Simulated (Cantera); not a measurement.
What does this Cantera script print?

```python
import numpy as np
import cantera as ct

gas_names = """
    C CO CO2 C2 C2O C3 C3O2 C4 C5 Cu CuO Cu2 O O2 O3
""".split()
cond_names = """
    C(gr) Cu(cr) Cu(L) CuO(s) Cu2O(s) Cu2O(L)
""".split()


# ... load() reads the species with a 1 bar reference pressure and builds the phases ...
atoms = {
    'CuO': {'Cu': 1, 'O': 1},
    'C': {'C': 1},
    'CO': {'C': 1, 'O': 1},
}
top_T = {'C(gr)': 4500, 'CuO(s)': 1390}  # K; cautious upper limits of use, not melting points


# ... equilibrate(T, P, feed) seeds the gas with the atoms and calls Mixture.equilibrate('TP', solver="vcs", rtol=1e-11, max_steps=5000) ...
results = []
feed = {'CuO': 1, 'C': 0.5, 'CO': 0.24}  # mol
T = 1948  # K
P = 200  # Pa
mix = equilibrate(T, P, feed)
results.append((T, P, feed, dict(zip(mix.species_names, mix.species_moles))))
print(gas.report(threshold=1e-05))
for i in range(1, mix.n_phases):
    print(f"{mix.phase(i).name:16s} {mix.phase_moles(i):12.5e} mol")
```

Result:

```
       temperature   1948 K
          pressure   200 Pa
           density   0.0006542 kg/m^3
  mean mol. weight   52.979 kg/kmol
   phase of matter   gas

                          1 kg             1 kmol
                     ---------------   ---------------
          enthalpy         2.247e+06        1.1905e+08  J
   internal energy        1.9413e+06        1.0285e+08  J
           entropy              5695        3.0172e+05  J/K
    Gibbs function       -8.8469e+06        -4.687e+08  J
 heat capacity c_p            652.26             34556  J/K
 heat capacity c_v            495.32             26242  J/K

                      mass frac. Y      mole frac. X     chem. pot. / RT
                     ---------------   ---------------   ---------------
                CO           0.07464           0.14118            -42.61
               CO2           0.23566            0.2837           -63.322
                Cu           0.68648           0.57233           -8.5138
               CuO        0.00016449        0.00010956           -29.226
               Cu2         0.0020649        0.00086077           -17.028
                 O        0.00011406        0.00037769           -20.712
                O2        0.00087344         0.0014462           -41.424
     [   +8 minor]        1.0192e-13        1.1252e-13

C(gr)             0.00000e+00 mol
Cu(L)             0.00000e+00 mol
Cu2O(L)           0.00000e+00 mol
```

Cantera equilibrium calculation (NASA polynomials, part measured and part estimated; ideal gas, pure solids and liquids).
